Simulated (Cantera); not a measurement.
A closed system holds: 1 mol Cu2O, 5 mol CO, equilibrated at 18.0 mbar.

Equilibrium computed with Cantera from the NASA thermochemical tables; the gas is ideal and each condensed phase is pure. Candidate condensed phases: C, Cu, CuO, Cu2O; 15 gas species. Rates play no part.

x: gas mole fraction; n: condensed amount in mol.

```csv
T (°C),x CO,x CO2,x Cu,x Cu2,x O,n Cu(s),n Cu(l)
1052,0.800,0.200,1.56e-5,1.63e-9,<1e-12,2.00,0
1077,0.800,0.200,2.72e-5,3.57e-9,…,2.00,0
1102,0.800,0.200,4.57e-5,7.37e-9,…,0,2.00
1127,0.800,0.200,7.49e-5,1.46e-8,…,0,2.00
1152,0.800,0.200,0.000121,2.83e-8,…,0,2.00
1177,0.800,0.200,0.000191,5.35e-8,…,0,2.00
1202,0.800,0.200,0.000298,9.90e-8,…,0,2.00
1227,0.800,0.200,0.000457,1.79e-7,…,0,2.00
1252,0.799,0.200,0.000691,3.17e-7,…,0,2.00
1277,0.799,0.200,0.00103,5.52e-7,…,0,1.99
1302,0.799,0.200,0.00152,9.42e-7,…,0,1.99
```

Task: Complete the blanks.

Result: 
- 1077, x O: 2.35e-12
- 1102, x O: 5.59e-12
- 1127, x O: 1.29e-11
- 1152, x O: 2.89e-11
- 1177, x O: 6.29e-11
- 1202, x O: 1.33e-10
- 1227, x O: 2.76e-10
- 1252, x O: 5.57e-10
- 1277, x O: 1.10e-9
- 1302, x O: 2.12e-9
